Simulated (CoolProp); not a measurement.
Saturated liquid density (kg/m³) of ethylene: the reference equation beside estimates from Tc = 9.2 °C, pc = 50.42 bar, ω = 0.087. Rackett uses Z = 0.29056 − 0.08775 ω.

Values from CoolProp's reference Helmholtz-energy equation of state, Smukala 2000.

```
T (°C)   reference  Rackett  van der Waals  Redlich-Kwong  Soave-Redlich-Kwong  Peng-Robinson
-------  ---------  -------  -------------  -------------  -------------------  -------------
-100.05      562.3    557.5          368.0          540.9                  ___            ___
-93.95       553.4    548.8          362.4          531.1                532.7          602.2
-87.85       544.3    539.9          356.5          520.8                523.0          591.5
-81.75       534.9    530.7          350.4          510.1                  ___          580.3
-75.55       525.1    521.2          343.9          498.6                  ___          568.3
-69.45       515.2    511.4          337.3          486.9                490.6          555.8
-63.35       504.8    501.3          330.4          474.5                478.7          542.5
-57.25       494.1    490.8          323.2          461.6                466.1          528.4
-51.15       482.9    479.8          315.6          447.9                452.8          513.4
-44.95       471.0    468.0          307.4          433.2                438.3          497.1
-38.85       458.5    455.8          298.9          417.8                423.1          479.7
-32.75         ___    442.8          289.7          401.3                406.8          461.0
-26.65       430.9    428.8          279.9          383.6                389.1          440.6
-20.55       415.1    413.5          269.1          364.3                369.7          418.1
-14.35       397.2    396.1          257.0          342.7                347.8          392.5
```

Fill in the missing entries.


- -100.05, Soave-Redlich-Kwong: 542.0
- -100.05, Peng-Robinson: 612.3
- -81.75, Soave-Redlich-Kwong: 512.8
- -75.55, Soave-Redlich-Kwong: 501.9
- -32.75, reference: 445.2

Absolute difference from the reference over all 15 rows, mean and median: Rackett 0.6 and 0.7 %, van der Waals 34.7 and 34.6 %, Redlich-Kwong 7.4 and 6.6 %, Soave-Redlich-Kwong 6.5 and 5.7 %, Peng-Robinson 6.0 and 6.9 %.
